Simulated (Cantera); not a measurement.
**Thermodynamics of aluminium nitride and oxide growth, feed Al + N2O + H2**

Charge: 1 mol Al, 8.7 mol N2O, a varied amount of H2, equilibrated at 1798.15 K and 133 Pa.

These are equilibrium values from Cantera (NASA tables, ideal gas, pure condensed phases), not measurements of a reactor. Candidate condensed phases: Al, AlN, Al2O3, H2O; 35 gas species. Rates play no part.

From 63 mol H2 to 410 mol H2 the condensed part is Al2O3(s).

```json
[
 {"n(H2) (mol)": "63", "x H2": "0.771", "x N2": "0.121", "x H2O": "0.0999", "x H": "0.00848", "x OH": "7.23e-5", "n Al2O3(s)": "0.500"},
 {"n(H2) (mol)": "79", "x H2": "0.811", "x N2": "0.0988", "x H2O": "0.0817", "x H": "0.00869", "x OH": "5.76e-5", "n Al2O3(s)": "0.500"},
 {"n(H2) (mol)": "100", "x H2": "0.846", "x N2": "0.0797", "x H2O": "0.0659", "x H": "0.00888", "x OH": "4.55e-5", "n Al2O3(s)": "0.500"},
 {"n(H2) (mol)": "130", "x H2": "0.877", "x N2": "0.0624", "x H2O": "0.0516", "x H": "0.00904", "x OH": "3.50e-5", "n Al2O3(s)": "0.500"},
 {"n(H2) (mol)": "160", "x H2": "0.897", "x N2": "0.0513", "x H2O": "0.0425", "x H": "0.00914", "x OH": "2.85e-5", "n Al2O3(s)": "0.500"},
 {"n(H2) (mol)": "200", "x H2": "0.915", "x N2": "0.0415", "x H2O": "0.0343", "x H": "0.00924", "x OH": "2.28e-5", "n Al2O3(s)": "0.500"},
 {"n(H2) (mol)": "250", "x H2": "0.930", "x N2": "0.0335", "x H2O": "0.0277", "x H": "0.00931", "x OH": "1.82e-5", "n Al2O3(s)": "0.500"},
 {"n(H2) (mol)": "320", "x H2": "0.942", "x N2": "0.0263", "x H2O": "0.0218", "x H": "0.00937", "x OH": "1.42e-5", "n Al2O3(s)": "0.500"},
 {"n(H2) (mol)": "410", "x H2": "0.953", "x N2": "0.0207", "x H2O": "0.0171", "x H": "0.00942", "x OH": "1.11e-5", "n Al2O3(s)": "0.500"}
]
```
x: gas mole fraction; n: condensed amount in mol.
